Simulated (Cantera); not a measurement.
Cantera run:

```python
import numpy as np
import cantera as ct

gas_names = [...]  # 123 gases of nasa_gas.yaml made of C, H, O, S
cond_names = """
    C(gr) C6H6(L) C7H8(L) C8H18(L),n-octa H2O(s) H2O(L) H2SO4(L) S(cr1) S(cr2) S(L)
""".split()


# ... load() reads the species with a 1 bar reference pressure and builds the phases ...
atoms = {
    'CS2': {'C': 1, 'S': 2},
    'H2O': {'H': 2, 'O': 1},
}
top_T = {'C(gr)': 4500}  # K; cautious upper limits of use, not melting points


# ... equilibrate(T, P, feed) seeds the gas with the atoms and calls Mixture.equilibrate('TP', solver="vcs", rtol=1e-11, max_steps=5000) ...
results = []
feed = {'CS2': 1, 'H2O': 0.89}  # mol
P = 97  # Pa
for T in [2000, 2050, 2100, 2150, 2200, 2250, 2300, 2350, 2400, 2450]:
    mix = equilibrate(T, P, feed)
    results.append((T, P, feed, dict(zip(mix.species_names, mix.species_moles))))
    x = sorted(zip(gas.X, gas.species_names), reverse=True)
    print(f"T = {T:g} K  P = {P:g} Pa  gas = {mix.phase_moles(0):.4g} mol")
    print("   x: " + "  ".join(f"{s} {v:.3e}" for v, s in x if v > 1e-05))
    print("   condensed (mol): " + ("  ".join(f"{mix.phase(i).name} {mix.phase_moles(i):.4g}"
          for i in range(1, mix.n_phases) if mix.phase_moles(i) > 1e-12) or "none"))
```

Output:

```
T = 2000 K  P = 97 Pa  gas = 2.928 mol
   x: CO 3.038e-01  H2 2.776e-01  S2 2.772e-01  S 5.377e-02  H 2.751e-02  CS 2.293e-02  SH 1.983e-02  CS2 1.463e-02  H2S 2.687e-03  COS 1.067e-04
   condensed (mol): none
T = 2050 K  P = 97 Pa  gas = 2.978 mol
   x: CO 2.988e-01  H2 2.672e-01  S2 2.638e-01  S 7.220e-02  H 3.765e-02  CS 2.546e-02  SH 2.115e-02  CS2 1.148e-02  H2S 2.210e-03  COS 9.040e-05
   condensed (mol): none
T = 2100 K  P = 97 Pa  gas = 3.039 mol
   x: CO 2.927e-01  H2 2.547e-01  S2 2.471e-01  S 9.475e-02  H 5.049e-02  CS 2.739e-02  SH 2.215e-02  CS2 8.802e-03  H2S 1.797e-03  COS 7.621e-05
   condensed (mol): none
T = 2150 K  P = 97 Pa  gas = 3.115 mol
   x: CO 2.857e-01  H2 2.398e-01  S2 2.272e-01  S 1.215e-01  H 6.631e-02  CS 2.871e-02  SH 2.274e-02  CS2 6.608e-03  H2S 1.438e-03  COS 6.376e-05
   condensed (mol): none
T = 2200 K  P = 97 Pa  gas = 3.206 mol
   x: CO 2.776e-01  H2 2.225e-01  S2 2.044e-01  S 1.520e-01  H 8.529e-02  CS 2.945e-02  SH 2.281e-02  CS2 4.867e-03  H2S 1.128e-03  COS 5.282e-05
   condensed (mol): none
T = 2250 K  P = 97 Pa  gas = 3.313 mol
   x: CO 2.686e-01  H2 2.029e-01  S 1.855e-01  S2 1.792e-01  H 1.074e-01  CS 2.969e-02  SH 2.231e-02  CS2 3.522e-03  H2S 8.628e-04  COS 4.324e-05
   condensed (mol): none
T = 2300 K  P = 97 Pa  gas = 3.436 mol
   x: CO 2.590e-01  S 2.205e-01  H2 1.816e-01  S2 1.526e-01  H 1.324e-01  CS 2.951e-02  SH 2.121e-02  CS2 2.507e-03  H2S 6.414e-04  COS 3.493e-05
   condensed (mol): none
T = 2350 K  P = 97 Pa  gas = 3.572 mol
   x: S 2.554e-01  CO 2.491e-01  H 1.597e-01  H2 1.590e-01  S2 1.259e-01  CS 2.904e-02  SH 1.957e-02  CS2 1.758e-03  H2S 4.615e-04  COS 2.783e-05
   condensed (mol): none
T = 2400 K  P = 97 Pa  gas = 3.718 mol
   x: S 2.881e-01  CO 2.394e-01  H 1.884e-01  H2 1.361e-01  S2 1.006e-01  CS 2.837e-02  SH 1.750e-02  CS2 1.217e-03  H2S 3.206e-04  COS 2.188e-05
   condensed (mol): none
T = 2450 K  P = 97 Pa  gas = 3.866 mol
   x: S 3.169e-01  CO 2.302e-01  H 2.175e-01  H2 1.137e-01  S2 7.788e-02  CS 2.762e-02  SH 1.517e-02  CS2 8.349e-04  H2S 2.148e-04  COS 1.702e-05
   condensed (mol): none
```

Method: chemical equilibrium by Gibbs-energy minimisation in Cantera with the NASA 1993 tables (ideal gas, pure condensed phases).
